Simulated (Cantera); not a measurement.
What does this Cantera script print?

```python
import numpy as np
import cantera as ct

gas = ct.Solution("gri30.yaml")
gas.TPX = 550, 20000, {'CO': 1, 'H2': 0.99, 'O2': 0.829, 'N2': 2.57}
flame = ct.FreeFlame(gas, width=0.12)
flame.set_refine_criteria(ratio=3, slope=0.08, curve=0.16)
flame.transport_model = "mixture-averaged"
flame.solve(loglevel=0, auto=True)
z, T = flame.grid, flame.T
thick = (T[-1] - T[0]) / np.gradient(T, z).max()
show = ['CO', 'H2', 'O2', 'H2O', 'NO', 'H2O2']
print(f"laminar burning velocity  {flame.velocity[0] * 100:.3f} cm/s")
print(f"burnt temperature         {T[-1]:.1f} K")
print(f"thermal thickness         {thick * 1e3:.4f} mm")
print(f"grid points               {len(z)}")
z0 = z[flame.heat_release_rate.argmax()]
print(f"{'z/mm':>9s}{'T/K':>9s}{'u/(m/s)':>9s}" + "".join(f"{s:>11s}" for s in show))
rows = []
for k in (-3, -2, -1.5, -1, -0.5, -0.25, 0, 0.25, 0.5, 1, 2, 4, 8):
    zz = z0 + k * thick
    rows.append([k * thick, np.interp(zz, z, T), np.interp(zz, z, flame.velocity),
                 *(np.interp(zz, z, flame.X[gas.species_index(s)]) for s in show)])
    print(f"{rows[-1][0] * 1e3:9.3f}{rows[-1][1]:9.1f}{rows[-1][2]:9.3f}" + "".join(f"{x:11.3e}" for x in rows[-1][3:]))
```

Result:

```
laminar burning velocity  444.283 cm/s
burnt temperature         2490.8 K
thermal thickness         4.1717 mm
grid points               155
     z/mm      T/K  u/(m/s)         CO         H2         O2        H2O         NO       H2O2
  -12.515    550.0    4.443  1.856e-01  1.837e-01  1.538e-01  2.571e-15 -4.118e-17 -3.092e-16
   -8.343    550.0    4.443  1.856e-01  1.837e-01  1.538e-01  1.181e-13 -4.118e-17  1.629e-16
   -6.258    550.0    4.443  1.856e-01  1.837e-01  1.538e-01  3.113e-12 -4.118e-17  1.534e-14
   -4.172    550.0    4.443  1.856e-01  1.837e-01  1.538e-01  1.794e-09 -4.089e-17  1.777e-11
   -2.086    553.2    4.466  1.856e-01  1.830e-01  1.538e-01  1.016e-04  1.522e-13  7.900e-07
   -1.043    685.3    5.479  1.843e-01  1.675e-01  1.501e-01  7.674e-03  1.295e-09  3.009e-06
    0.000   1119.6    8.748  1.685e-01  7.750e-02  1.069e-01  7.477e-02  4.834e-07  1.039e-06
    1.043   1434.7   11.029  1.274e-01  2.832e-02  5.113e-02  1.262e-01  4.011e-06  7.617e-07
    2.086   1577.9   11.970  1.037e-01  3.003e-02  3.917e-02  1.247e-01  8.551e-06  4.768e-07
    4.172   1724.2   12.913  9.503e-02  3.235e-02  3.374e-02  1.276e-01  1.640e-05  2.729e-07
    8.343   1875.8   13.887  9.807e-02  3.171e-02  3.128e-02  1.373e-01  2.797e-05  1.520e-07
   16.687   2038.3   14.899  9.951e-02  2.968e-02  2.818e-02  1.482e-01  4.707e-05  8.538e-08
   33.374   2200.6   15.876  9.770e-02  2.675e-02  2.416e-02  1.591e-01  9.508e-05  5.459e-08
```

Computed with Cantera and GRI-Mech 3.0 (53 species, 325 reactions). Burning velocities carry a grid error of a few per cent, more on coarse grids.
